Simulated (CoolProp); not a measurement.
Vapour-liquid equilibrium of acetone (1) + methanol (2) at 0.534 kPa; x and y are mole fractions of (1).

Values from CoolProp's multi-fluid Helmholtz-energy mixture model, Lemmon 2006 and de Reuck 1993; pair parameters Bell 2016.

| x | bubble temperature (°C) | y at the bubble point | dew temperature at overall composition x (°C) | liquid density (mol/L) |
|---|---|---|---|---|
| 0.05 | -32.2 | 0.297 | -29.0 | 25.29 |
| 0.125 | -35.6 | 0.505 | -29.9 | 24.10 |
| 0.2 | -37.6 | 0.608 | -30.9 | 22.97 |
| 0.275 | -38.9 | 0.669 | -31.9 | 21.91 |
| 0.35 | -39.9 | 0.712 | -33.0 | 20.92 |
| 0.425 | -40.6 | 0.745 | -34.2 | 20.01 |
| 0.5 | -41.2 | 0.773 | -35.5 | 19.16 |
| 0.575 | -41.7 | 0.800 | -36.9 | 18.37 |
| 0.65 | -42.2 | 0.826 | -38.5 | 17.63 |
| 0.725 | -42.6 | 0.855 | -40.2 | 16.95 |
| 0.8 | -43.0 | 0.886 | -41.7 | 16.31 |
| 0.875 | -43.4 | 0.922 | -42.9 | 15.71 |
| 0.95 | -43.7 | 0.965 | -43.6 | 15.14 |

No azeotrope shows between x = 0.05 and 0.95.

The pair parameters rest on a limited set of measurements; away from them the model extrapolates.
